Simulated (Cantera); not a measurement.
A diamond (100) surface in a fixed gas of H2 with x(CH4) = 0.017, x(H) = 0.0038, x(CH3) = 0.00024, at 1025 K; coverages are run to steady state.

Detailed kinetics in Cantera: the Harris–Goodwin 1993 mechanism for the reconstructed diamond (100) surface.

One state of this run: growth (µm/h) = 9.02; θ c6HH = 0.553; θ c6H* = 0.0198; θ c6*H = 0.377; θ c6** = 0.0108; θ c6HM = 0.0278. θ: site fractions in the mechanism's names (c6HH fully hydrogenated, c6H* and c6*H radical sites, c6** diradical, c6HM methylated).

Q: Which value of P (Pa) does it belong to?
A) 330
B) 7100
C) 920
D) 550

A: B, 7100
